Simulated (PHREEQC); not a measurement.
Model water analysis in mmol/kgw, 52 °C, pH 6.76:

```csv
constituent,mmol/kgw
Na,283
K,5.55
Ca,0.554
Mg,11.2
Cl,298
S(6),2.9
Alkalinity (meq/kgw),0.112
```

Valence states are taken as typed.

Equilibrium calculation in PHREEQC: Pitzer model, pitzer.dat.

No solid was allowed to form.

Problem. Predict the activity of water, osmotic coefficient.

Solution. activity of water 0.990; osmotic coefficient 0.914.

Problem. In which forms is C present?

Solution. HCO3- 82 %, CO2 18 % of the C.

Species that the database lacks are ignored. Constants without temperature data keep their 25 °C values here.
